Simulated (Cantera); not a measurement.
Feed: 1 mol trisilylamine, 1.6 mol N₂.

Points: T (K) = 773, 873, 973, 1073, 1173, 1273, 1373, 1473, 1573, 1673, 1773; P (Pa) = 5, 15, 45, 140, 410, 1200, 3700, 11000, 33000, 100000.

Cantera's Mixture.equilibrate('TP', solver="vcs", rtol=1e-11, max_steps=5000) on the NASA tables stopped like this:

```
ERROR: FAILURE its = 5001!

*******************************************************************************
CanteraError thrown by MultiPhase::equilibrate:
VCS solver failed. Return code: -1
*******************************************************************************
```

What got this run through?

One answer among several that fit: The failure is numerical, not chemical. The same input converged with solver="gibbs", rtol=1e-10, max_steps=50000, and the result passed a check of the equilibrium conditions:
```
    773          5  Si3N4(a)
    873          5  Si3N4(a)
    973          5  Si3N4(a)
   1073          5  Si3N4(a)
   1173          5  Si3N4(a)
   1273          5  Si3N4(a)
   1373          5  Si(cr) + Si3N4(a)
   1473          5  Si(cr)
   1573          5  Si(cr)
   1673          5  Si(cr)
   1773          5  Si(L)
    773         15  Si3N4(a)
    873         15  Si3N4(a)
    973         15  Si3N4(a)
   1073         15  Si3N4(a)
   1173         15  Si3N4(a)
   1273         15  Si3N4(a)
   1373         15  Si3N4(a)
   1473         15  Si(cr) + Si3N4(a)
   1573         15  Si(cr)
   1673         15  Si(cr)
   1773         15  Si(L)
    773         45  Si3N4(a)
    873         45  Si3N4(a)
    973         45  Si3N4(a)
   1073         45  Si3N4(a)
   1173         45  Si3N4(a)
   1273         45  Si3N4(a)
   1373         45  Si3N4(a)
   1473         45  Si(cr) + Si3N4(a)
   1573         45  Si(cr)
   1673         45  Si(cr)
   1773         45  Si(L)
    773        140  Si3N4(a)
    873        140  Si3N4(a)
    973        140  Si3N4(a)
   1073        140  Si3N4(a)
   1173        140  Si3N4(a)
   1273        140  Si3N4(a)
   1373        140  Si3N4(a)
   1473        140  Si3N4(a)
   1573        140  Si(cr) + Si3N4(a)
   1673        140  Si(cr)
   1773        140  Si(L)
    773        410  Si3N4(a)
    873        410  Si3N4(a)
    973        410  Si3N4(a)
   1073        410  Si3N4(a)
   1173        410  Si3N4(a)
   1273        410  Si3N4(a)
   1373        410  Si3N4(a)
   1473        410  Si3N4(a)
   1573        410  Si(cr) + Si3N4(a)
   1673        410  Si(cr) + Si3N4(a)
   1773        410  Si(L)
    773       1200  Si3N4(a)
    873       1200  Si3N4(a)
    973       1200  Si3N4(a)
   1073       1200  Si3N4(a)
   1173       1200  Si3N4(a)
   1273       1200  Si3N4(a)
   1373       1200  Si3N4(a)
   1473       1200  Si3N4(a)
   1573       1200  Si3N4(a)
   1673       1200  Si(cr) + Si3N4(a)
   1773       1200  Si(L)
    773       3700  Si3N4(a)
    873       3700  Si3N4(a)
    973       3700  Si3N4(a)
   1073       3700  Si3N4(a)
   1173       3700  Si3N4(a)
   1273       3700  Si3N4(a)
   1373       3700  Si3N4(a)
   1473       3700  Si3N4(a)
   1573       3700  Si3N4(a)
   1673       3700  Si(cr) + Si3N4(a)
   1773       3700  Si(L) + Si3N4(a)
    773    1.1e+04  Si3N4(a)
    873    1.1e+04  Si3N4(a)
    973    1.1e+04  Si3N4(a)
   1073    1.1e+04  Si3N4(a)
   1173    1.1e+04  Si3N4(a)
   1273    1.1e+04  Si3N4(a)
   1373    1.1e+04  Si3N4(a)
   1473    1.1e+04  Si3N4(a)
   1573    1.1e+04  Si3N4(a)
   1673    1.1e+04  Si3N4(a)
   1773    1.1e+04  Si(L) + Si3N4(a)
    773    3.3e+04  Si3N4(a)
    873    3.3e+04  Si3N4(a)
    973    3.3e+04  Si3N4(a)
   1073    3.3e+04  Si3N4(a)
   1173    3.3e+04  Si3N4(a)
   1273    3.3e+04  Si3N4(a)
   1373    3.3e+04  Si3N4(a)
   1473    3.3e+04  Si3N4(a)
   1573    3.3e+04  Si3N4(a)
   1673    3.3e+04  Si3N4(a)
   1773    3.3e+04  Si3N4(a)
    773      1e+05  Si3N4(a)
    873      1e+05  Si3N4(a)
    973      1e+05  Si3N4(a)
   1073      1e+05  Si3N4(a)
   1173      1e+05  Si3N4(a)
   1273      1e+05  Si3N4(a)
   1373      1e+05  Si3N4(a)
   1473      1e+05  Si3N4(a)
   1573      1e+05  Si3N4(a)
   1673      1e+05  Si3N4(a)
   1773      1e+05  Si3N4(a)
```

The gas is ideal and each condensed phase is pure. The feed counts by its element totals alone. Mutual solubility and eutectic melting of coexisting phases are not modelled.
